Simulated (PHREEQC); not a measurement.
1 kg of water holding 0.0078 mol/kgw KCl, 0.0073 mol/kgw Na2SO4, 0.05 mol/kgw Na2CO3 and 0.0081 mol/kgw Na2B4O7 is evaporated at 25 °C; the solids stay in contact with the brine. The system is closed to CO2. Only these solids could form: Arcanite, Burkeite, Glaserite, Halite, Kalicinite, Mirabilite, Misenite, Nahcolite, Natron, Sylvite, Thenardite, Trona, Borax, Boric_acid,s, KB5O8:4H2O, K2B4O7:4H2O, NaBO2:4H2O, NaB5O8:5H2O, Teepleite.

The series has 25 steps of water left (kg), from 1 to 0.006763.

Model: Pitzer model, pitzer.dat, run in PHREEQC.

Q: Which solids form, in which order, and at which step of the series does each first stand?

A: Borax from water left = 0.06449 kg (pH 10.18); Natron from water left = 0.01164 kg (pH 10.83); Trona from water left = 0.01164 kg (pH 10.83); Burkeite from water left = 0.007434 kg (pH 11.18); Glaserite from water left = 0.007434 kg (pH 11.18).
